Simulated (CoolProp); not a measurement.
Carbon dioxide along the isobar 8.36 bar: fugacity coefficient from the reference equation and from simpler models built on Tc = 304.1 K, pc = 73.77 bar, ω = 0.224; each cubic takes its own stable root.

Model: reference Helmholtz-energy equation of state, Span 1996, in CoolProp.

```json
[
 {"T (K)": "255.8", "phase": "gas", "reference": "0.9317"},
 {"T (K)": "286", "phase": "gas", "reference": "0.9527"},
 {"T (K)": "316.1", "phase": "gas", "reference": "0.9660"},
 {"T (K)": "346.3", "phase": "gas", "reference": "0.9750"},
 {"T (K)": "376.5", "phase": "gas", "reference": "0.9813"},
 {"T (K)": "406.6", "phase": "gas", "reference": "0.9858"},
 {"T (K)": "436.8", "phase": "gas", "reference": "0.9892"},
 {"T (K)": "467", "phase": "gas", "reference": "0.9917"},
 {"T (K)": "497.2", "phase": "gas", "reference": "0.9937"},
 {"T (K)": "527.3", "phase": "gas", "reference": "0.9952"}
]
```

Problem. How far does each simpler model (van der Waals, Redlich-Kwong, Soave-Redlich-Kwong) lie from the reference over these 10 states: mean and median of the absolute difference, and the worst?

Solution. 
- van der Waals: mean 0.5 %, median 0.3 %, worst +1.9 % at 255.8 K and 8.36 bar
- Redlich-Kwong: mean 0.2 %, median 0.2 %, worst +0.6 % at 255.8 K and 8.36 bar
- Soave-Redlich-Kwong: mean 0.1 %, median 0.1 %, worst +0.2 % at 255.8 K and 8.36 bar
